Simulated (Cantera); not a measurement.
A perfectly stirred reactor is fed with 41.7 % H2, 27.8 % O2, 30.6 % N2, equivalence ratio 0.75, at 12000 Pa; it is held at 1050 K, and followed from long to short residence time.

Computed with Cantera and GRI-Mech 3.0 (53 species, 325 reactions). The temperature is held fixed by assumption; the heat of reaction is taken as removed at once.

x: mole fraction; the columns are a selection and need not sum to one.

```csv
τ (s),x H2,x O2,x NO,x H2O,x OH,x H2O2
25,0.000190,0.0878,2.35e-8,0.526,7.01e-5,6.55e-7
6.9,0.000449,0.0879,1.90e-8,0.526,0.000108,1.19e-6
1.9,0.00103,0.0881,2.12e-8,0.525,0.000170,1.94e-6
0.52,0.00229,0.0886,3.59e-8,0.523,0.000278,2.70e-6
0.14,0.00498,0.0898,7.66e-8,0.519,0.000464,3.24e-6
0.040,?,0.0920,?,0.512,?,3.50e-6
0.011,?,0.0969,?,0.495,?,3.53e-6
0.0030,0.0415,0.107,5.72e-7,0.461,0.00210,3.34e-6
0.00083,0.0786,0.126,8.00e-7,0.394,0.00324,2.92e-6
```

Complete the blanks.


- 0.040, x H2: 0.0102
- 0.040, x NO: 1.61e-7
- 0.040, x OH: 0.000765
- 0.011, x H2: 0.0208
- 0.011, x NO: 3.23e-7
- 0.011, x OH: 0.00128
